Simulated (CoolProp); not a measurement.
The numbers come from the reference Helmholtz-energy equation of state, Thol 2019 in CoolProp.

Q: For tetradecamethylhexasiloxane (MD4M), give the phase and the cp (kJ/(kg K)), cv (kJ/(kg K)), speed of sound (m/s), isothermal compressibility (1/MPa) at 620 K and 5.52 bar.

A: 
- 620 K and 5.52 bar: liquid; cp 2.51, cv 2.12, speed of sound 137, isothermal compressibility 0.129
